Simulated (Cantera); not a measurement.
# Oxide etching and cleaning by halides: CaO + HBr + H₂

Input: 1 mol CaO, a varied amount of HBr, 11 mol H₂, held at 1200 K and 0.000380 bar.

Cantera equilibrium calculation (NASA polynomials, part measured and part estimated; ideal gas, pure solids and liquids). Candidate condensed phases: Br₂, Ca, CaBr₂, CaO, Ca(OH)₂, H₂O; 19 gas species. Kinetics and transport are ignored.

```csv
n(HBr) (mol),x H₂,x HBr,x CaBr₂,x H₂O,x Br,n CaO(s)
2,0.846,0.0655,0.0440,0.0440,0.000298,0.428
2.5,0.815,0.0788,0.0530,0.0530,0.000366,0.285
3.1,0.780,0.0936,0.0629,0.0629,0.000444,0.113
3.7,0.748,0.115,0.0680,0.0680,0.000558,0
4.6,0.705,0.166,0.0641,0.0641,0.000827,0
5.6,0.663,0.216,0.0602,0.0602,0.00111,0
6.9,0.615,0.272,0.0558,0.0558,0.00145,0
8.4,0.567,0.328,0.0515,0.0515,0.00182,0
10,0.524,0.378,0.0476,0.0476,0.00219,0
13,0.459,0.455,0.0416,0.0416,0.00281,0
15,0.424,0.496,0.0384,0.0384,0.00319,0
```
x: gas mole fraction; n: condensed amount in mol.

From 2 mol HBr to 3.1 mol HBr the condensed part is CaO(s). From 3.7 mol HBr to 15 mol HBr nothing is condensed. The main Ca-bearing gas is CaBr₂ throughout.
